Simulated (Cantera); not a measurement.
**Catalytic combustion on Pt**

An isothermal plug-flow reactor at 750 K and 0.250 bar (inlet), inlet velocity 0.35 m/s, active area per volume 7100 1/m; feed 0.219 % CO, 13.2 % O2, 86.6 % N2, equivalence ratio 0.0083.

Detailed kinetics in Cantera: Deutschmann's 1995 Pt surface mechanism with GRI-Mech 3.0 gas chemistry. Catalytic surfaces can have several steady states; this one follows from the mechanism file's or the stated starting coverage. Mass transfer to the wall is taken as infinitely fast.

```csv
z (m),x CO,x O2,x H2O,x CO2,θ free Pt,θ O*
0.00037,0.000221,0.131,<1e-12,0.00197,0.0301,0.970
0.0008,1.94e-5,0.131,<1e-12,0.00218,0.0298,0.970
0.0017,1.25e-7,0.131,<1e-12,0.00220,0.0297,0.970
0.0037,1.68e-12,0.131,<1e-12,0.00220,0.0297,0.970
0.008,<1e-12,0.131,<1e-12,0.00220,0.0297,0.970
0.017,<1e-12,0.131,<1e-12,0.00220,0.0297,0.970
0.037,<1e-12,0.131,<1e-12,0.00220,0.0297,0.970
```
x: gas mole fraction; θ: surface coverage.
